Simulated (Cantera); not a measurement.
An adiabatic, constant-pressure homogeneous reactor starts with H2 : O2 : N2 : H2O = 1 : 0.227 : 0.855 : 0.13 (molar parts), equivalence ratio 2.2, at 1625 K and 1.68 atm.

Cantera simulation using GRI-Mech 3.0 (53 species, 325 reactions); the numbers are that mechanism's predictions, not measurements.

x: mole fraction; the columns are a selection and need not sum to one.

| t (s) | T (K) | x H2 | x O2 | x NO | x O | x H2O | x OH |
|---|---|---|---|---|---|---|---|
| 6.00e-6 | 1728 | 0.332 | 0.0557 | 1.76e-7 | 0.00468 | 0.143 | 0.00597 |
| 1.91e-5 | … | 0.233 | … | … | … | 0.254 | … |
| 6.06e-5 | 2668 | 0.253 | 0.000583 | 5.90e-5 | 0.00133 | 0.271 | 0.0118 |
| 0.000192 | 2777 | 0.260 | 0.000288 | 0.000159 | 0.000669 | 0.278 | 0.00900 |
| 0.000612 | 2780 | 0.260 | 0.000275 | 0.000419 | 0.000642 | 0.278 | 0.00883 |
| 0.00194 | 2778 | 0.261 | 0.000270 | 0.000836 | 0.000632 | 0.277 | 0.00875 |
| 0.00617 | 2778 | 0.261 | 0.000269 | 0.000936 | 0.000629 | 0.277 | 0.00873 |
| 0.0196 | 2778 | 0.261 | 0.000269 | 0.000936 | 0.000629 | 0.277 | 0.00873 |
| 0.0623 | 2778 | 0.261 | 0.000269 | 0.000936 | 0.000629 | 0.277 | 0.00873 |
| 0.198 | 2778 | 0.261 | 0.000269 | 0.000936 | 0.000629 | 0.277 | 0.00873 |
| 0.629 | 2778 | 0.261 | 0.000269 | 0.000936 | 0.000629 | 0.277 | 0.00873 |
| 2.00 | 2778 | 0.261 | 0.000269 | 0.000936 | 0.000629 | 0.277 | 0.00873 |

Task: Some entries are withheld; supply them.

Result: 
- 1.91e-5, T (K): 2349
- 1.91e-5, x O2: 0.00179
- 1.91e-5, x NO: 1.93e-5
- 1.91e-5, x O: 0.00390
- 1.91e-5, x OH: 0.0159
